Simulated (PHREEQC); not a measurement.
Solution (25 °C): 3.8 mol NaBr, 0.01 mol K2SO4 and 0.75 mol KBr per kg of water. Closed to the air; pH follows from the charge balance.

The numbers come from PHREEQC with the Pitzer model, pitzer.dat.

This is a speciation only: nothing precipitates in the calculation.

Q: What activity of water does the model give?

A: activity of water 0.822.

Species that the database lacks are ignored.
